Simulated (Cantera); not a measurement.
Si(CH3)4 + C2H4 + H2 + HF (silicon carbide growth)

A closed system holds: 1 mol Si(CH3)4, 0.52 mol C2H4, 12 mol H2, 0.041 mol HF, at 1.33 mbar.

Method: chemical equilibrium by Gibbs-energy minimisation in Cantera with the NASA 1993 tables (ideal gas, pure condensed phases). Candidate condensed phases: C, C6H6, C7H8, C8H18, Si, SiC; 113 gas species. The tables' values for SiF, SiF2 are old estimates; treat these amounts as uncertain. Gases not in the tables: Si2H6 and higher silanes. Rates play no part.

```json
[
 {"T (K)": "1498", "x H2": "0.997", "x H": "0.000470", "x Si": "5.44e-8", "x HF": "0.00211", "x C2H2 (acetylene)": "8.79e-6", "x SiC2": "9.35e-11", "n C(graphite)": "4.04", "n SiC(s)": "1.000"},
 {"T (K)": "1548", "x H2": "0.997", "x H": "0.000842", "x Si": "2.08e-7", "x HF": "0.00212", "x C2H2 (acetylene)": "1.56e-5", "x SiC2": "5.42e-10", "n C(graphite)": "4.04", "n SiC(s)": "1.000"},
 {"T (K)": "1598", "x H2": "0.996", "x H": "0.00146", "x Si": "7.32e-7", "x HF": "0.00212", "x C2H2 (acetylene)": "2.68e-5", "x SiC2": "2.81e-9", "n C(graphite)": "4.04", "n SiC(s)": "1.000"},
 {"T (K)": "1648", "x H2": "0.995", "x H": "0.00243", "x Si": "2.38e-6", "x HF": "0.00212", "x C2H2 (acetylene)": "4.45e-5", "x SiC2": "1.31e-8", "n C(graphite)": "4.04", "n SiC(s)": "1.000"},
 {"T (K)": "1698", "x H2": "0.994", "x H": "0.00395", "x Si": "7.23e-6", "x HF": "0.00211", "x C2H2 (acetylene)": "7.16e-5", "x SiC2": "5.60e-8", "n C(graphite)": "4.04", "n SiC(s)": "1.000"},
 {"T (K)": "1748", "x H2": "0.992", "x H": "0.00623", "x Si": "2.06e-5", "x HF": "0.00211", "x C2H2 (acetylene)": "0.000112", "x SiC2": "2.19e-7", "n C(graphite)": "4.04", "n SiC(s)": "0.999"},
 {"T (K)": "1798", "x H2": "0.988", "x H": "0.00958", "x Si": "5.52e-5", "x HF": "0.00210", "x C2H2 (acetylene)": "0.000170", "x SiC2": "7.96e-7", "n C(graphite)": "4.03", "n SiC(s)": "0.998"},
 {"T (K)": "1848", "x H2": "0.983", "x H": "0.0144", "x Si": "0.000140", "x HF": "0.00209", "x C2H2 (acetylene)": "0.000253", "x SiC2": "2.69e-6", "n C(graphite)": "4.03", "n SiC(s)": "0.997"},
 {"T (K)": "1898", "x H2": "0.976", "x H": "0.0211", "x Si": "0.000339", "x HF": "0.00208", "x C2H2 (acetylene)": "0.000367", "x SiC2": "8.50e-6", "n C(graphite)": "4.03", "n SiC(s)": "0.992"},
 {"T (K)": "1948", "x H2": "0.966", "x H": "0.0304", "x Si": "0.000784", "x HF": "0.00206", "x C2H2 (acetylene)": "0.000521", "x SiC2": "2.53e-5", "n C(graphite)": "4.04", "n SiC(s)": "0.982"},
 {"T (K)": "1998", "x H2": "0.952", "x H": "0.0429", "x Si": "0.00174", "x HF": "0.00202", "x C2H2 (acetylene)": "0.000722", "x SiC2": "7.12e-5", "n C(graphite)": "4.05", "n SiC(s)": "0.961"},
 {"T (K)": "2048", "x H2": "0.934", "x H": "0.0593", "x Si": "0.00370", "x HF": "0.00198", "x C2H2 (acetylene)": "0.000979", "x SiC2": "0.000190", "n C(graphite)": "4.08", "n SiC(s)": "0.915"},
 {"T (K)": "2098", "x H2": "0.908", "x H": "0.0803", "x Si": "0.00759", "x HF": "0.00192", "x C2H2 (acetylene)": "0.00130", "x SiC2": "0.000485", "n C(graphite)": "4.14", "n SiC(s)": "0.820"}
]
```
x: gas mole fraction; n: condensed amount in mol.

From 1498 K to 2098 K the condensed part is C(graphite) + SiC(s).
